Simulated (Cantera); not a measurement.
Input (Python, Cantera) and output of one run.

```python
import numpy as np
import cantera as ct

gas_names = """
    Br Br2 H HBr HO2 H2 H2O H2O2 O OH O2 O3 Si SiBr SiBr2 SiBr3 SiBr4 SiH SiHBr3 SiH2 SiH2Br2 SiH3
    SiH3Br SiH4 SiO SiO2 Si2 Si3
""".split()
cond_names = """
    Br2(cr) Br2(L) H2O(s) H2O(L) Si(cr) Si(L) SiO2(Lqz) SiO2(hqz) SiO2(L)
""".split()


# ... load() reads the species with a 1 bar reference pressure and builds the phases ...
atoms = {
    'SiO2': {'Si': 1, 'O': 2},
    'HBr': {'H': 1, 'Br': 1},
    'H2': {'H': 2},
}
top_T = {}  # K; cautious upper limits of use, not melting points


# ... equilibrate(T, P, feed) seeds the gas with the atoms and calls Mixture.equilibrate('TP', solver="vcs", rtol=1e-11, max_steps=5000) ...
results = []
feed = {'SiO2': 1, 'HBr': 2.3, 'H2': 4.5}  # mol
P = 3.3  # Pa
for T in [1373, 1398, 1423, 1448, 1473, 1498, 1523]:
    mix = equilibrate(T, P, feed)
    results.append((T, P, feed, dict(zip(mix.species_names, mix.species_moles))))

top = {s: max(r[3][s] / sum(r[3][g] for g in gas_names) for r in results) for s in gas_names}
cols = sorted((s for s in top if top[s] > 0.001), key=lambda s: -top[s])[:6]
seen = [c for c in cond_names if any(r[3].get(c, 0) > 1e-12 for r in results)]
print("log10 of partial pressures in bar; condensed amounts in mol")
print(f"{'T/K':>10s}" + "".join(f"{s[:9]:>10s}" for s in cols + seen))
for T, P, feed, n in results:
    ng = sum(n[g] for g in gas_names)
    print(f"{T:10.4g}" + "".join(f"{np.log10(max(n[s] / ng * P / 1e5, 1e-99)):10.3f}" for s in cols)
          + "".join(f"{n.get(c, 0):10.4g}" for c in seen))
```

Result:

```
log10 of partial pressures in bar; condensed amounts in mol
       T/K        H2       HBr        Br       SiO       H2O         H SiO2(hqz)
      1373    -4.658    -5.010    -5.929    -7.586    -7.586    -7.807    0.9945
      1398    -4.658    -5.025    -5.839    -7.401    -7.401    -7.654    0.9916
      1423    -4.657    -5.042    -5.755    -7.222    -7.222    -7.506    0.9873
      1448    -4.657    -5.062    -5.678    -7.050    -7.050    -7.364     0.981
      1473    -4.658    -5.085    -5.607    -6.885    -6.885    -7.227    0.9719
      1498    -4.659    -5.112    -5.542    -6.725    -6.725    -7.094    0.9591
      1523    -4.660    -5.142    -5.483    -6.571    -6.571    -6.966    0.9412
```

These are equilibrium values from Cantera (NASA tables, ideal gas, pure condensed phases), not measurements of a reactor. The tables hold silica as quartz up to 1696 K and as liquid above; real silica turns to tridymite and cristobalite and melts near 1996 K.
